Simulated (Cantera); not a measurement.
Moist CO burnout

A perfectly stirred reactor is fed with 0.187 % CO, 0.462 % O₂, 1.08 % H₂O, 98.3 % N₂, equivalence ratio 0.20, at 46000 Pa; it is held at 1350 K, and followed from long to short residence time.

Cantera simulation using GRI-Mech 3.0 (53 species, 325 reactions); the numbers are that mechanism's predictions, not measurements.

```json
[
 {"τ (s)": "0.37", "x CO": "7.24e-5", "x O₂": "0.00372", "x H₂O": "0.0108", "x HO₂": "1.97e-7", "x NO": "1.41e-7", "x H": "8.88e-6"},
 {"τ (s)": "0.20", "x CO": "0.000108", "x O₂": "0.00373", "x H₂O": "0.0107", "x HO₂": "2.45e-7", "x NO": "1.20e-7", "x H": "1.54e-5"},
 {"τ (s)": "0.11", "x CO": "0.000160", "x O₂": "0.00376", "x H₂O": "0.0107", "x HO₂": "2.93e-7", "x NO": "1.05e-7", "x H": "2.58e-5"},
 {"τ (s)": "0.060", "x CO": "0.000235", "x O₂": "0.00380", "x H₂O": "0.0107", "x HO₂": "3.39e-7", "x NO": "9.45e-8", "x H": "4.19e-5"},
 {"τ (s)": "0.033", "x CO": "0.000342", "x O₂": "0.00386", "x H₂O": "0.0106", "x HO₂": "3.80e-7", "x NO": "8.47e-8", "x H": "6.42e-5"},
 {"τ (s)": "0.018", "x CO": "0.000495", "x O₂": "0.00394", "x H₂O": "0.0106", "x HO₂": "4.16e-7", "x NO": "7.16e-8", "x H": "9.10e-5"},
 {"τ (s)": "0.0096", "x CO": "0.000712", "x O₂": "0.00405", "x H₂O": "0.0105", "x HO₂": "4.44e-7", "x NO": "5.17e-8", "x H": "0.000115"},
 {"τ (s)": "0.0052", "x CO": "0.000988", "x O₂": "0.00419", "x H₂O": "0.0105", "x HO₂": "4.60e-7", "x NO": "2.82e-8", "x H": "0.000118"},
 {"τ (s)": "0.0028", "x CO": "0.00131", "x O₂": "0.00434", "x H₂O": "0.0106", "x HO₂": "4.54e-7", "x NO": "9.27e-9", "x H": "8.94e-5"},
 {"τ (s)": "0.0015", "x CO": "0.00162", "x O₂": "0.00449", "x H₂O": "0.0107", "x HO₂": "4.00e-7", "x NO": "1.23e-9", "x H": "4.02e-5"}
]
```
x: mole fraction; the columns are a selection and need not sum to one.
